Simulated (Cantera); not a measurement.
Input (Python, Cantera) and output of one run.

```python
import numpy as np
import cantera as ct

gas_names = """
    AL ALN ALO ALO2 AL2 AL2O AL2O2 N NO NO2 NO3 N2 N2O O O2 O3 Si SiN SiO SiO2 Si2 Si2N Si3
""".split()
cond_names = """
    AL(cr) AL(L) ALN(s) AL2O3(a) AL2O3(L) AL2SiO5(an) AL6Si2O13(s) Si(cr) Si(L) SiO2(Lqz) SiO2(hqz)
    SiO2(L) Si2N2O(s) Si3N4(a)
""".split()


# ... load() reads the species with a 1 bar reference pressure and builds the phases ...
atoms = {
    'SiO2': {'Si': 1, 'O': 2},
    'Al2O3': {'AL': 2, 'O': 3},
    'N2': {'N': 2},
}
top_T = {'ALN(s)': 2750, 'AL2SiO5(an)': 2000, 'AL6Si2O13(s)': 2100, 'Si2N2O(s)': 2100, 'Si3N4(a)': 2400}  # K; cautious upper limits of use, not melting points


# ... equilibrate(T, P, feed) seeds the gas with the atoms and calls Mixture.equilibrate('TP', solver="vcs", rtol=1e-11, max_steps=5000) ...
results = []
T = 1300  # K
P = 11000  # Pa
for m in [0.21, 0.26, 0.32, 0.39, 0.48, 0.58, 0.72, 0.88, 1.1, 1.3, 1.6, 2]:
    feed = {'SiO2': 1, 'Al2O3': m, 'N2': 0.54}  # mol
    mix = equilibrate(T, P, feed)
    results.append((T, P, feed, dict(zip(mix.species_names, mix.species_moles))))
    x = sorted(zip(gas.X, gas.species_names), reverse=True)
    print(f"T = {T:g} K  P = {P:g} Pa  n(Al2O3) = {m:g} mol  gas = {mix.phase_moles(0):.4g} mol")
    print("   x: " + "  ".join(f"{s} {v:.3e}" for v, s in x if v > 1e-06))
    print("   condensed (mol): " + ("  ".join(f"{mix.phase(i).name} {mix.phase_moles(i):.4g}"
          for i in range(1, mix.n_phases) if mix.phase_moles(i) > 1e-12) or "none"))
```

It prints:

```
T = 1300 K  P = 11000 Pa  n(Al2O3) = 0.21 mol  gas = 0.54 mol
   x: N2 1.000e+00
   condensed (mol): AL6Si2O13(s) 0.07  SiO2(hqz) 0.86
T = 1300 K  P = 11000 Pa  n(Al2O3) = 0.26 mol  gas = 0.54 mol
   x: N2 1.000e+00
   condensed (mol): AL6Si2O13(s) 0.08667  SiO2(hqz) 0.8267
T = 1300 K  P = 11000 Pa  n(Al2O3) = 0.32 mol  gas = 0.54 mol
   x: N2 1.000e+00
   condensed (mol): AL6Si2O13(s) 0.1067  SiO2(hqz) 0.7867
T = 1300 K  P = 11000 Pa  n(Al2O3) = 0.39 mol  gas = 0.54 mol
   x: N2 1.000e+00
   condensed (mol): AL6Si2O13(s) 0.13  SiO2(hqz) 0.74
T = 1300 K  P = 11000 Pa  n(Al2O3) = 0.48 mol  gas = 0.54 mol
   x: N2 1.000e+00
   condensed (mol): AL6Si2O13(s) 0.16  SiO2(hqz) 0.68
T = 1300 K  P = 11000 Pa  n(Al2O3) = 0.58 mol  gas = 0.54 mol
   x: N2 1.000e+00
   condensed (mol): AL6Si2O13(s) 0.1933  SiO2(hqz) 0.6133
T = 1300 K  P = 11000 Pa  n(Al2O3) = 0.72 mol  gas = 0.54 mol
   x: N2 1.000e+00
   condensed (mol): AL6Si2O13(s) 0.24  SiO2(hqz) 0.52
T = 1300 K  P = 11000 Pa  n(Al2O3) = 0.88 mol  gas = 0.54 mol
   x: N2 1.000e+00
   condensed (mol): AL6Si2O13(s) 0.2933  SiO2(hqz) 0.4133
T = 1300 K  P = 11000 Pa  n(Al2O3) = 1.1 mol  gas = 0.54 mol
   x: N2 1.000e+00
   condensed (mol): AL6Si2O13(s) 0.3667  SiO2(hqz) 0.2667
T = 1300 K  P = 11000 Pa  n(Al2O3) = 1.3 mol  gas = 0.54 mol
   x: N2 1.000e+00
   condensed (mol): AL6Si2O13(s) 0.4333  SiO2(hqz) 0.1333
T = 1300 K  P = 11000 Pa  n(Al2O3) = 1.6 mol  gas = 0.54 mol
   x: N2 1.000e+00
   condensed (mol): AL2O3(a) 0.1  AL6Si2O13(s) 0.5
T = 1300 K  P = 11000 Pa  n(Al2O3) = 2 mol  gas = 0.54 mol
   x: N2 1.000e+00
   condensed (mol): AL2O3(a) 0.5  AL6Si2O13(s) 0.5
```

Equilibrium computed with Cantera from the NASA thermochemical tables; the gas is ideal and each condensed phase is pure. Mutual solubility and eutectic melting of coexisting phases are not modelled. The tables hold silica as quartz up to 1696 K and as liquid above; real silica turns to tridymite and cristobalite and melts near 1996 K. Condensed phases not in the tables: alloys, solid solutions and most ternary compounds.
